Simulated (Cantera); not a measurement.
Input: 1 mol BF3, 0.14 mol H2O, 100 mol N2, held at 1850 K and 5.60 mbar.

Cantera equilibrium calculation (NASA polynomials, part measured and part estimated; ideal gas, pure solids and liquids). Candidate condensed phases: B, BN, B2O3, B3O3H3, H2O; 62 gas species. The tables' values for BF2 are old estimates; treat these amounts as uncertain. Equilibrium is a limit: real reactors are often held back by kinetics, nucleation or transport.

Base state: N2 0.987, BF3 0.00847, HF 0.00276, BOF 0.00138, BF2 2.31e-5, F 2.28e-5 (mole fractions); condensed: gas only.

Question: What changes in the equilibrium state with this change: H2O from 0.14 to 0.2 mol?

Answer: 
```
species   before    after
-------  -------  -------
N2         0.987    0.986
BF3      0.00847  0.00787
HF       0.00276  0.00394
BOF      0.00138  0.00197
F        2.28e-5  2.19e-5
BF2      2.31e-5  2.23e-5
```
